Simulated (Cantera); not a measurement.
Feed: 1 mol MgO, 0.72 mol Cl2, 0.2 mol HCl, held at 1 atm.

Method: chemical equilibrium by Gibbs-energy minimisation in Cantera with the NASA 1993 tables (ideal gas, pure condensed phases). Candidate condensed phases: H2O, Mg, MgCl2, MgO, Mg(OH)2; 22 gas species. Mutual solubility and eutectic melting of coexisting phases are not modelled. The numbers say what is thermodynamically allowed, not how fast it happens.

Question: Which condensed phases are stable at each of these points (T (K)): 950, 1000, 1050, 1100, 1150, 1200, 1250, 1300, 1350, 1400, 1450, 1500, 1550, 1600?

Answer: 
```
T (K)   condensed phases  Mg condensed (%)
-----  -----------------  ----------------
950    MgCl2(s) + MgO(s)             100.0
1000   MgCl2(l) + MgO(s)             100.0
1050   MgCl2(l) + MgO(s)             100.0
1100   MgCl2(l) + MgO(s)              99.9
1150   MgCl2(l) + MgO(s)              99.7
1200   MgCl2(l) + MgO(s)              99.3
1250   MgCl2(l) + MgO(s)              98.5
1300   MgCl2(l) + MgO(s)              96.9
1350   MgCl2(l) + MgO(s)              94.1
1400   MgCl2(l) + MgO(s)              88.8
1450              MgO(s)              81.8
1500              MgO(s)              75.7
1550              MgO(s)              69.1
1600              MgO(s)              62.5
```

At 950 K the condensed part is MgCl2(s) + MgO(s). From 1000 K to 1400 K the condensed part is MgCl2(l) + MgO(s). From 1450 K to 1600 K the condensed part is MgO(s).
